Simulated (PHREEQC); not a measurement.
Make-up at 5 °C: 0.0013 mol/kgw NaHS, 0.039 mol/kgw HCl and 0.000145 mol/kgw NiCl2. Closed to the air; pH follows from the charge balance.

Computed with PHREEQC (ion-association model, wateq4f.dat).

No solid was allowed to form.

Problem. Order these Ni species by the share of Ni that they hold, largest first: Ni+2, NiCl2, NiCl+.

Solution. Ni+2 (95 %), NiCl+ (4.6 %), NiCl2 (0.46 %)

The pH is 1.49 and the ionic strength 0.0394 mol/kgw. Complexes and solids missing from the database can't appear. Constants without temperature data keep their 25 °C values here. The polysulfide entries of wateq4f.dat were taken out for this run.
